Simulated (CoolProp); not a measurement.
Vapour-liquid equilibrium of R22 (1) + R115 (2) at 320.4 K; x and y are mole fractions of (1).

Computed with CoolProp (multi-fluid Helmholtz-energy mixture model, Kamei 1995 and Lemmon 2016; pair parameters Bell 2016).

Problem. Give the bubble pressure and the first vapour's composition at x = 0.65, 0.875, 0.95. Is there an azeotrope?

Solution. x = 0.65: 1944 kPa, y = 0.638; x = 0.875: 1879 kPa, y = 0.859; x = 0.95: 1846 kPa, y = 0.942. y crosses x between x = 0.5 and 0.575: the model has an azeotrope there.

The pair parameters rest on a limited set of measurements; away from them the model extrapolates.
